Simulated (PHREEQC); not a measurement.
0.01 mol of Clpyromorphite (Pb5(PO4)3Cl) is brought to equilibrium with 1 kg of water holding 0.03 mol NaCl, at 25 °C, the pH being set by adding NaOH or HCl. Oxygen alone is held at its pressure in air (log pO2 = -0.68). The system is closed to CO2. The run lets Clpyromorphite, Litharge, Cotunnite, Laurionite, Hxypyromorphite precipitate or redissolve, and no other solid.

Computed with PHREEQC (ion-association model, wateq4f.dat).

| pH | dissolved Pb (mol/kgw) | dissolved P (mol/kgw) | dissolved Cl (mol/kgw) | H2PO4- (mol/kgw) | Pb+2 (mol/kgw) | PbCl+ (mol/kgw) |
|---|---|---|---|---|---|---|
| 3 | 1.48e-5 | 8.90e-6 | 0.0312 | 7.91e-6 | 8.94e-6 | 5.69e-6 |
| 3.88 | 3.10e-6 | 1.86e-6 | ___ | ___ | 1.89e-6 | 1.17e-6 |
| 4.75 | 6.87e-7 | 4.12e-7 | 0.0300 | 4.09e-7 | 4.18e-7 | 2.59e-7 |
| 5.62 | 1.55e-7 | 9.30e-8 | 0.0300 | 8.92e-8 | 9.42e-8 | 5.83e-8 |
| 6.5 | 3.76e-8 | 2.26e-8 | 0.0300 | ___ | 2.24e-8 | 1.39e-8 |
| 7.38 | 1.29e-8 | 7.73e-9 | 0.0300 | ___ | 6.67e-9 | 4.13e-9 |
| 8.25 | 8.46e-9 | 5.07e-9 | 0.0300 | 2.62e-10 | 2.17e-9 | 1.35e-9 |
| 9.12 | 1.23e-8 | 7.40e-9 | 0.0300 | 5.40e-11 | 5.07e-10 | 3.14e-10 |
| 10 | 4.14e-8 | 2.49e-8 | 0.0300 | 2.38e-11 | 7.29e-11 | 4.51e-11 |

Complete the blanks.


- 3.88, dissolved Cl (mol/kgw): 0.0302
- 3.88, H2PO4- (mol/kgw): 1.83e-6
- 6.5, H2PO4- (mol/kgw): 1.70e-8
- 7.38, H2PO4- (mol/kgw): 2.22e-9

Species that the database lacks are ignored. H3PO4, which wateq4f.dat lacks, is added to it with the constant of phreeqc.dat. The database has no phosphate complexes of Pb.
